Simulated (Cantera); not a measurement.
A diamond (100) surface in a fixed gas of H2 with x(CH4) = 0.014, x(CH3) = 2.7e-05, at 1073 K, 0.0681 atm; coverages are run to steady state.

Computed with Cantera and the Harris–Goodwin 1993 mechanism for the reconstructed diamond (100) surface.

One state of this run: growth (µm/h) = 1.34; θ c6HH = 0.533; θ c6H* = 0.0263; θ c6*H = 0.425; θ c6** = 0.0161; θ c6HM = 0.000145. θ: site fractions in the mechanism's names (c6HH fully hydrogenated, c6H* and c6*H radical sites, c6** diradical, c6HM methylated).

### Question
Which value of x(H) does it belong to?
(A) 0.076
(B) 0.0001
(C) 0.0028
(D) 0.0012

### Answer
A, 0.076
